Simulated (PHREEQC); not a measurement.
Solution (25 °C): 0.089 mol/kgw HF, 0.0004 mol/kgw KF, 1.2e-05 mol/kgw H4SiO4 and 0.11 mol/kgw HCl. Closed to the air; pH follows from the charge balance.

Model: ion-association model, phreeqc.dat, run in PHREEQC.

```
quantity               before     after
-------------------  --------  --------
pH                       1.04      1.32
F- (mol/kgw)         0.000877  0.000775
HF2- (mol/kgw)       0.000295  0.000130
SI of Sylvite (KCl)     -5.50     -6.05
SI of Quartz (SiO2)     -8.32     -7.24
```

Problem. Name the change that produced these shifts.
A. HF from 0.089 to 0.134 mol/kgw
B. 0.029 mol/kgw NaOH added
C. diluted 2-fold with water
D. 0.0011 mol/kgw HBr added
E. KF from 0.0004 to 4e-05 mol/kgw

Solution. C, diluted 2-fold with water

Precipitation was switched off in this run. SiF6-2 is the database's only silicon fluoride.
